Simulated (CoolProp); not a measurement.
Vapour-liquid equilibrium of benzene (1) + toluene (2) at 165.75 °C; x and y are mole fractions of (1).

Values from CoolProp's multi-fluid Helmholtz-energy mixture model, Thol 2012 and Lemmon 2006; pair parameters Bell 2016.

| x | bubble pressure (kPa) | y at the bubble point | dew pressure at overall composition x (kPa) | liquid density (mol/L) |
|---|---|---|---|---|
| 0.05 | 406.9 | 0.089 | 398.4 | 7.859 |
| 0.125 | 435.6 | 0.210 | 415.0 | 7.945 |
| 0.2 | 464.6 | 0.317 | 433.1 | 8.032 |
| 0.275 | 493.9 | 0.413 | 452.8 | 8.121 |
| 0.35 | 523.6 | 0.500 | 474.3 | 8.211 |
| 0.425 | 553.5 | 0.578 | 497.8 | 8.303 |
| 0.5 | 583.8 | 0.649 | 523.8 | 8.396 |
| 0.575 | 614.3 | 0.714 | 552.4 | 8.492 |
| 0.65 | 645.1 | 0.774 | 584.2 | 8.589 |
| 0.725 | 676.2 | 0.829 | 619.7 | 8.688 |
| 0.8 | 707.6 | 0.880 | 659.4 | 8.789 |
| 0.875 | 739.3 | 0.928 | 704.3 | 8.892 |
| 0.95 | 771.2 | 0.972 | 755.0 | 8.997 |

No azeotrope shows between x = 0.05 and 0.95.

Pair parameters are fitted to limited data, so mixtures are less certain than the pure fluids.
